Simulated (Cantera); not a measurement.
Premixed flame

A freely propagating, adiabatic, planar premixed flame of CH₄ : CO : O₂ : N₂ : H₂O = 1 : 1.3 : 2.21 : 9.05 : 0.3 (molar parts), unburnt at 675 K and 4.80 bar; mixture-averaged transport, grid criteria slope 0.08 and curve 0.16, no radiation.

Computed with Cantera and GRI-Mech 3.0 (53 species, 325 reactions). Burning velocities carry a grid error of a few per cent, more on coarse grids.

```
z (mm)   T (K)  u (m/s)     x CH₄    x CO     x O₂     x HO₂    x HCN   x H₂O₂
-------  -----  -------  --------  ------  -------  --------  -------  -------
-0.269     675     1.07    0.0721  0.0937    0.159   1.61e-7    <1e-8  4.01e-8
-0.179     678     1.08    0.0717  0.0935    0.159   2.10e-6    <1e-8  5.25e-7
-0.134     687     1.09    0.0711  0.0934    0.158   8.46e-6    <1e-8  2.09e-6
-0.0896    746     1.19    0.0676  0.0933    0.154   5.70e-5  7.69e-8  1.32e-5
-0.0448   1096     1.77    0.0488  0.0960    0.126  0.000227  8.22e-7  4.83e-5
-0.0224   1484     2.41    0.0272   0.100   0.0910  0.000234  2.16e-6  1.86e-5
0         1863     3.02   0.00659   0.102   0.0489  0.000109  4.55e-6  2.18e-6
0.0224    2041     3.29  0.000488  0.0895   0.0232   2.66e-5  4.33e-6  7.79e-7
0.0448    2110     3.37   1.87e-5  0.0763   0.0135   1.30e-5  1.90e-6  5.59e-7
0.0896    2186     3.47   4.31e-8  0.0649  0.00796   7.18e-6  2.92e-7  4.04e-7
0.179     2262     3.57     <1e-8  0.0597  0.00485   3.82e-6  1.44e-8  2.74e-7
0.358     2322     3.65     <1e-8  0.0569  0.00262   1.75e-6    <1e-8  1.70e-7
0.717     2360     3.70     <1e-8  0.0549  0.00126   7.16e-7    <1e-8  9.58e-8
```
x: mole fraction of selected species; z is measured from the peak of heat release.

The laminar burning velocity comes out as 107 cm/s, the thermal thickness comes out as 0.0896 mm and the peak x(HO₂) is 0.000243. The peak x(HCN) is 5.10e-6 and the peak x(H₂O₂) is 4.83e-5. The grid points comes out as 143.
